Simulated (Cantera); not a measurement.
An isothermal, constant-pressure homogeneous reactor starts with H₂ : O₂ : N₂ = 0.39 : 1 : 18 (molar parts), equivalence ratio 0.20, at 1275 K and 13300 Pa.

Computed with Cantera and the H2/O2 subset of GRI-Mech 3.0, which has no nitrogen chemistry.

One state of this run: x H₂ = 0.0199; x O₂ = 0.0515; x HO₂ = 1.33e-6; x OH = 3.32e-5; x H = 0.000103; x H₂O₂ = 3.67e-9; x H₂O = 0.000156. x: mole fraction; the columns are a selection and need not sum to one.

Question: Which value of t (s) does it belong to?
(A) 0.203
(B) 0.000155
(C) 0.451
(D) 0.000765

Answer: D, 0.000765
